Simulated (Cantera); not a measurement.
Input: 1 mol Si3N4, 0.67 mol Cl2, a varied amount of H2, held at 1050 K and 4600 Pa.

Cantera equilibrium calculation (NASA polynomials, part measured and part estimated; ideal gas, pure solids and liquids). Candidate condensed phases: NH4Cl, Si, Si3N4; 28 gas species. The tables' values for SiCl3 are old estimates; treat these amounts as uncertain. The numbers say what is thermodynamically allowed, not how fast it happens.

x: gas mole fraction; n: condensed amount in mol.

| n(H2) (mol) | x H2 | x HCl | x SiCl4 | x N2 | x SiHCl3 | x SiCl3 | n Si3N4(s) |
|---|---|---|---|---|---|---|---|
| 2.4 | 0.631 | 0.318 | 0.0303 | 0.0207 | 0.000624 | 0.000118 | 0.969 |
| 3.3 | 0.702 | 0.268 | 0.0176 | 0.0121 | 0.000479 | 8.55e-5 | 0.976 |
| 4.5 | 0.763 | 0.219 | 0.00984 | 0.00684 | 0.000355 | 6.08e-5 | 0.982 |
| 6.3 | 0.819 | 0.172 | 0.00499 | 0.00352 | 0.000247 | 4.08e-5 | 0.988 |
| 8.7 | 0.863 | … | … | … | … | 2.72e-5 | 0.992 |
| 12 | 0.897 | 0.101 | 0.00121 | 0.000900 | 0.000112 | 1.78e-5 | 0.994 |
| 17 | 0.926 | 0.0734 | 0.000541 | 0.000418 | 7.08e-5 | 1.10e-5 | 0.996 |
| 23 | 0.944 | … | … | … | … | 7.17e-6 | 0.997 |
| 31 | 0.958 | 0.0417 | 0.000127 | 0.000111 | 3.04e-5 | 4.64e-6 | 0.998 |
| 43 | 0.969 | 0.0304 | 5.65e-5 | 5.42e-5 | 1.87e-5 | 2.84e-6 | 0.999 |
| 60 | 0.978 | 0.0219 | 2.43e-5 | 2.66e-5 | 1.12e-5 | 1.70e-6 | 0.999 |

Task: What belongs in the gaps?

Result: 
- 23, x HCl: 0.0554
- 23, x SiCl4: 0.000263
- 23, x N2: 0.000214
- 23, x SiHCl3: 4.66e-5
- 8.7, x HCl: 0.133
- 8.7, x SiCl4: 0.00250
- 8.7, x N2: 0.00180
- 8.7, x SiHCl3: 0.000169
